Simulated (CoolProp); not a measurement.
R113 at 293.15 K and 0.0301 MPa is throttled through a valve to 0.017 MPa with no heat exchange. Each further row changes one setting.

The numbers come from the reference Helmholtz-energy equation of state, Marx 1992 in CoolProp.

```json
[
 {"case": "as stated", "temperature change (K)": "-0.5", "final density (kg/m³)": "1.32"},
 {"case": "outlet pressure 0.0051 MPa", "temperature change (K)": "…", "final density (kg/m³)": "…"},
 {"case": "outlet pressure 0.0221 MPa", "temperature change (K)": "-0.3", "final density (kg/m³)": "…"}
]
```

Problem. Complete the blanks.

Solution. 
- outlet pressure 0.0051 MPa, temperature change (K): -0.9
- outlet pressure 0.0051 MPa, final density (kg/m³): 0.394
- outlet pressure 0.0221 MPa, final density (kg/m³): 1.72
